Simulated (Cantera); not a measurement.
Feed: 1 mol Al, 0.76 mol Br₂, at 7.50 Torr.

Method: chemical equilibrium by Gibbs-energy minimisation in Cantera with the NASA 1993 tables (ideal gas, pure condensed phases). Candidate condensed phases: Al, AlBr₃, Br₂; 7 gas species. Equilibrium is a limit: real reactors are often held back by kinetics, nucleation or transport.

Question: Which condensed phases are stable at each of these points (T (K)): 625, 675, 725, 775, 825, 875, 925, 975, 1025, 1075?

Answer: 
```
T (K)  condensed phases  Al condensed (%)
-----  ----------------  ----------------
625               Al(s)              49.3
675               Al(s)              49.3
725               Al(s)              49.3
775               Al(s)              49.3
825               Al(s)              49.3
875               Al(s)              49.2
925               Al(s)              49.0
975               Al(l)              48.5
1025              Al(l)              47.4
1075              Al(l)              45.1
```

From 625 K to 925 K the condensed part is Al(s). From 975 K to 1075 K the condensed part is Al(l).
